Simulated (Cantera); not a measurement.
Low-pressure radical oxidation in H2/O2

An isothermal, constant-pressure homogeneous reactor starts with 2.15 % H2, 97.8 % O2, equivalence ratio 0.011, at 1273 K and 20.0 Torr.

Computed with Cantera and the H2/O2 subset of GRI-Mech 3.0, which has no nitrogen chemistry. Radical loss at walls, strong at low pressure, is not modelled.

```json
[
 {"t (s)": "0.000100", "x H2": "0.0215", "x O2": "0.978", "x H": "5.58e-9", "x OH": "1.40e-8", "x O": "1.68e-8"},
 {"t (s)": "0.000261", "x H2": "0.0215", "x O2": "0.978", "x H": "2.76e-8", "x OH": "9.30e-8", "x O": "1.23e-7"},
 {"t (s)": "0.000681", "x H2": "0.0215", "x O2": "0.978", "x H": "1.25e-6", "x OH": "4.48e-6", "x O": "6.05e-6"},
 {"t (s)": "0.00178", "x H2": "0.00445", "x O2": "0.964", "x H": "0.00229", "x OH": "0.00396", "x O": "0.0114"},
 {"t (s)": "0.00464", "x H2": "0.000168", "x O2": "0.961", "x H": "0.00136", "x OH": "0.00193", "x O": "0.0158"},
 {"t (s)": "0.0121", "x H2": "0.000134", "x O2": "0.965", "x H": "0.000952", "x OH": "0.00172", "x O": "0.0125"},
 {"t (s)": "0.0316", "x H2": "8.04e-5", "x O2": "0.970", "x H": "0.000432", "x OH": "0.00134", "x O": "0.00733"},
 {"t (s)": "0.0825", "x H2": "3.07e-5", "x O2": "0.975", "x H": "0.000100", "x OH": "0.000829", "x O": "0.00275"},
 {"t (s)": "0.215", "x H2": "7.57e-6", "x O2": "0.977", "x H": "1.22e-5", "x OH": "0.000413", "x O": "0.000675"},
 {"t (s)": "0.562", "x H2": "1.52e-6", "x O2": "0.978", "x H": "1.10e-6", "x OH": "0.000186", "x O": "0.000136"},
 {"t (s)": "1.47", "x H2": "3.14e-7", "x O2": "0.978", "x H": "1.04e-7", "x OH": "8.49e-5", "x O": "2.81e-5"},
 {"t (s)": "3.83", "x H2": "7.52e-8", "x O2": "0.978", "x H": "1.24e-8", "x OH": "4.17e-5", "x O": "6.77e-6"},
 {"t (s)": "10.0", "x H2": "2.18e-8", "x O2": "0.978", "x H": "1.95e-9", "x OH": "2.25e-5", "x O": "1.98e-6"}
]
```
x: mole fraction; the columns are a selection and need not sum to one.

Equilibrium at this temperature and pressure: H2 7.21e-9, O2 0.978, H 3.73e-10, OH 1.30e-5, O 6.56e-7 (gas phase only).
